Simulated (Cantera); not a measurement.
Cantera run:

```python
import numpy as np
import cantera as ct

gas_names = """
    C CH CH2 CH3 CH2OH CH3O CH4 CH3OH CN CO CO2 COOH C2 C2H CHCO,ketyl C2H2,acetylene C2H2,vinylidene
    CH2CO,ketene C2H3,vinyl CH3CN CH3CO,acetyl C2H4 C2H4O,ethylen CH3CHO,ethanal CH3COOH (HCOOH)2 C2H5
    C2H6 CH3OCH3 C2H5OH CCN CNC C2N2 C2O C3 C3H3,propargyl C3H4,allene C3H4,propyne C3H4,cyclo-
    C3H5,allyl C3H6,propylene C3H6,cyclo- C3H6O C3H7,n-propyl C3H7,i-propyl C3H8 C3H8O,1propanol
    C3H8O,2propanol C3O2 C4 C4H2 C4H4,1,3-cyclo- C4H6,butadiene C4H6,2-butyne C4H6,cyclo- C4H8,1-butene
    C4H8,cis2-buten C4H8,tr2-butene C4H8,isobutene C4H8,cyclo- (CH3COOH)2 C4H9,n-butyl C4H9,i-butyl
    C4H9,s-butyl C4H9,t-butyl C4H10,isobutane C4H10,n-butane C4N2 C5 C5H6,1,3cyclo- C5H8,cyclo-
    C5H10,1-pentene C5H10,cyclo- C5H11,pentyl C5H11,t-pentyl C5H12,n-pentane C5H12,i-pentane
    CH3C(CH3)2CH3 C6H2 C6H5,phenyl C6H5O,phenoxy C6H6 C6H5OH,phenol C6H10,cyclo- C6H12,1-hexene
    C6H12,cyclo- C6H13,n-hexyl C7H7,benzyl C7H8 C7H8O,cresol C7H14,1-heptene C7H15,n-heptyl
    C7H16,n-heptane C8H8,styrene C8H10,ethylbenz C8H16,1-octene C8H17,n-octyl C8H18,isooctane
    C8H18,n-octane C9H19,n-nonyl C10H8,naphthale C10H21,n-decyl C12H9,o-bipheny C12H10,bipheny H HCN HCO
    HCCN HNC HNCO HNO HNO2 HNO3 HO2 H2 HCHO,formaldehy HCOOH H2O H2O2 N NCO NH NH2 NH3 NH2OH NO NO2 NO3
    N2 N2H2 N2H4 N2O O OH O2 O3 Si SiC SiC2 SiC4H12 SiH SiH2 SiH3 SiH4 SiN SiO SiO2 Si2 Si2C Si2N Si3
""".split()
cond_names = """
    C(gr) C6H6(L) C7H8(L) C8H18(L),n-octa H2O(s) H2O(L) Si(cr) Si(L) SiC(b) SiO2(Lqz) SiO2(hqz) SiO2(L)
    Si2N2O(s) Si3N4(a)
""".split()


def load(file, names, dense=False):
    # The tables refer to 1 bar. Condensed volumes are neglected.
    table = {s.name: s for s in ct.Species.list_from_file(file)}
    out = []
    for n in names:
        d = dict(table[n].input_data)
        d["thermo"] = dict(d["thermo"], **{"reference-pressure": 1e5})
        if dense:
            d["equation-of-state"] = {"model": "constant-volume", "density": "1e6 g/cm^3"}
        out.append(ct.Species.from_dict(d))
    return out


gas = ct.Solution(thermo="ideal-gas", species=load("nasa_gas.yaml", gas_names))
cond = {s.name: ct.Solution(thermo="fixed-stoichiometry", species=[s], name=s.name)
        for s in load("nasa_condensed.yaml", cond_names, dense=True)}
atoms = {
    'HMDSO': {'Si': 2, 'C': 6, 'H': 18, 'O': 1},
    'N2O': {'N': 2, 'O': 1},
    'H2': {'H': 2},
}
top_T = {'C(gr)': 4500, 'SiC(b)': 3050, 'Si2N2O(s)': 2100, 'Si3N4(a)': 2400}  # K; cautious upper limits of use, not melting points


def equilibrate(T, P, feed):
    n = {}
    for name, mol in feed.items():
        for a, k in atoms[name].items():
            n[a] = n.get(a, 0.0) + k * mol
    gas.TPX = T, P, n
    mass = sum(n.values()) * gas.mean_molecular_weight
    gas.equilibrate("TP")
    valid = [c for c in cond.values() if c.min_temp <= T <= top_T.get(c.name, c.max_temp)]
    mix = ct.Mixture([(gas, mass / gas.mean_molecular_weight)] + [(c, 0.0) for c in valid])
    mix.T, mix.P = T, P
    mix.equilibrate("TP", solver="vcs", rtol=1e-11, max_steps=5000)
    return mix


results = []
feed = {'HMDSO': 1, 'N2O': 8.2, 'H2': 0.92}  # mol
P = 15  # Pa
for T in [1325, 1350, 1375, 1400, 1425, 1450, 1475, 1500, 1525]:
    mix = equilibrate(T, P, feed)
    results.append((T, P, feed, dict(zip(mix.species_names, mix.species_moles))))

top = {s: max(r[3][s] / sum(r[3][g] for g in gas_names) for r in results) for s in gas_names}
cols = sorted((s for s in top if top[s] > 0.001), key=lambda s: -top[s])[:7]
seen = [c for c in cond_names if any(r[3].get(c, 0) > 1e-12 for r in results)]
print("log10 of partial pressures in bar; condensed amounts in mol")
print(f"{'T/K':>10s}" + "".join(f"{s[:9]:>10s}" for s in cols + seen))
for T, P, feed, n in results:
    ng = sum(n[g] for g in gas_names)
    print(f"{T:10.4g}" + "".join(f"{np.log10(max(n[s] / ng * P / 1e5, 1e-99)):10.3f}" for s in cols)
          + "".join(f"{n.get(c, 0):10.4g}" for c in seen))
```

Output:

```
log10 of partial pressures in bar; condensed amounts in mol
       T/K        H2        N2        CO       SiO         H SiO2(hqz) Si2N2O(s)
      1325    -4.206    -4.302    -4.424    -6.532    -7.889     1.451    0.2511
      1350    -4.208    -4.303    -4.426    -6.164    -7.727      1.43    0.2302
      1375    -4.211    -4.304    -4.429    -5.809    -7.571     1.383    0.1833
      1400    -4.219    -4.305    -4.437    -5.467    -7.422      1.28   0.08023
      1425    -4.224    -4.307    -4.442    -5.317    -7.278       1.2         0
      1450    -4.224    -4.307    -4.442    -5.317    -7.136     1.199         0
      1475    -4.225    -4.307    -4.443    -5.316    -6.999     1.198         0
      1500    -4.225    -4.307    -4.443    -5.315    -6.867     1.196         0
      1525    -4.225    -4.307    -4.443    -5.313    -6.739     1.191         0
```

Equilibrium computed with Cantera from the NASA thermochemical tables; the gas is ideal and each condensed phase is pure. The feed counts by its element totals alone. Mutual solubility and eutectic melting of coexisting phases are not modelled. The tables hold silica as quartz up to 1696 K and as liquid above; real silica turns to tridymite and cristobalite and melts near 1996 K.
